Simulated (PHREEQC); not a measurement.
A column of 1 m (30 cells, dispersivity 0.05 m, 3600 s a shift, diffusion coefficient 3e-10 m²/s) holds 0.0097 eq of the database's cation exchanger X per kg of pore water, first in equilibrium with 0.53 mmol/kgw ZnSO4, 8.8 mmol/kgw ZnCl2 and 0.01 mmol/kgw HCl. It is flushed with 0.62 mmol/kgw LiCl, 1.5 mmol/kgw CaCl2 and 0.01 mmol/kgw HCl, at 25 °C. Values are for the last cell. CO2 from the air is kept out. No solid was allowed to form.

Computed with PHREEQC (ion-association model, phreeqc.dat).

**Question.** Predict Ca in solution (mol/kgw), S in solution (mol/kgw), Zn in solution (mol/kgw) at pore volumes = 0.2833, 0.8167, 4.55, 6.95.

**Answer.** 
| pore volumes | Ca in solution (mol/kgw) | S in solution (mol/kgw) | Zn in solution (mol/kgw) |
|---|---|---|---|
| 0.2833 | 2.43e-12 | 0.000530 | 0.00933 |
| 0.8167 | 9.22e-6 | 0.000365 | 0.00690 |
| 4.55 | 0.000960 | 1.43e-11 | 0.000540 |
| 6.95 | 0.00142 | 0 | 8.09e-5 |

Complexes and solids missing from the database can't appear.
